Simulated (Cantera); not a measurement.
A freely propagating, adiabatic, planar premixed flame of 40.0 % H₂, 11.1 % O₂, 48.8 % N₂, unburnt at 325 K and 650000 Pa; multicomponent+Soret transport, grid criteria slope 0.08 and curve 0.16, no radiation.

Detailed kinetics in Cantera: the H2/O2 subset of GRI-Mech 3.0, which has no nitrogen chemistry. The hydrogen kinetics of GRI-Mech 3.0 are dated; newer H2 mechanisms differ, most at raised pressure. Burning velocities carry a grid error of a few per cent, more on coarse grids.

**Question.** Predict: laminar burning velocity; thermal thickness; peak x(OH); peak x(H); peak x(H₂O₂).

**Answer.** 
```json
{
 "laminar_burning_velocity": "238 cm/s",
 "thermal_thickness": "0.0338 mm",
 "peak x(OH)": "0.00277",
 "peak x(H)": "0.0283",
 "peak x(H₂O₂)": "0.000175"
}
```
